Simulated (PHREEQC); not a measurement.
## Acid mine or pickling water (model solution)

A made-up water analysis in mmol/kgw, 25 °C, pH 3.48, pe 11: Na 21.1; K 0.00724; Ca 1.94; Mg 0.257; Cl 3.32; S(6) 23.2; Al 0.0328; Cu(2) 0.0798; Br 0.08.

Valence states are taken as typed.

All values are PHREEQC results (ion-association model, wateq4f.dat), not measurements.

```
Item                          Result
--------------------  --------------
ionic strength        0.0568 mol/kgw
total alkalinity       -0.759 meq/kg
charge-balance error         -33.5 %
```

```csv
species,molality,activity,log γ
SO4-2,0.0208,0.00926,-0.352
Na+,0.0202,0.0165,-0.088
Cl-,0.00332,0.00267,-0.095
Ca+2,0.00106,0.000483,-0.340
NaSO4-,0.000930,0.000764,-0.085
CaSO4,0.000881,0.000893,0.006
H+,0.000390,0.000331,-0.071
HSO4-,0.000367,0.000298,-0.090
MgSO4,0.000129,0.000131,0.006
Mg+2,0.000128,6.01e-5,-0.328
Br-,8.00e-5,6.51e-5,-0.089
Cu+2,4.25e-5,1.99e-5,-0.331
CuSO4,3.71e-5,3.76e-5,0.006
AlSO4+,2.32e-5,1.88e-5,-0.090
K+,6.81e-6,5.48e-6,-0.095
```

This is a speciation only: nothing precipitates in the calculation.
